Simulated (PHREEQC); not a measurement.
Alkaline etch or developer: an equilibrium model

Solution (81 °C and 500 atm): 0.015 mol/kgw NH3, 7e-06 mol/kgw H4SiO4 and 0.0028 mol/kgw (CH3)4NCl. It is in equilibrium with CO2 at log p = -3.4 (atm). Otherwise closed; pH follows from the charge balance.

The numbers come from PHREEQC with the ion-association model, phreeqc.dat.

Each row changes one thing in this solution. This is a speciation only: nothing precipitates in the calculation.

| case | pH | ionic strength (mol/kgw) | HCO3- (mol/kgw) | CO3-2 (mol/kgw) |
|---|---|---|---|---|
| as made | 8.77 | 0.00467 | 0.00125 | 0.000118 |
| H4SiO4 from 7e-06 to 1.4e-06 mol/kgw | 8.77 | 0.00467 | 0.00125 | 0.000118 |
| diluted 100-fold with water | 7.60 | 0.000125 | 7.96e-5 | 4.20e-7 |
| NH3 left out | 5.81 | 0.00280 | 1.35e-6 | (withheld) |
| H4SiO4 left out | 8.77 | 0.00467 | 0.00125 | 0.000118 |
| diluted 2-fold with water | 8.62 | (withheld) | 0.000871 | 5.50e-5 |

Q: Complete the blanks.

A: 
- NH3 left out, CO3-2 (mol/kgw): 1.33e-10
- diluted 2-fold with water, ionic strength (mol/kgw): 0.00262

Under pressure, the constants of complexes without a molar volume in the database are unreliable. (CH3)4N+ isn't in the database: it is added as a free cation with an ion size of 4 Å. Away from 25 °C the constants follow the database's enthalpies or fits; those with neither stay at their 25 °C values.
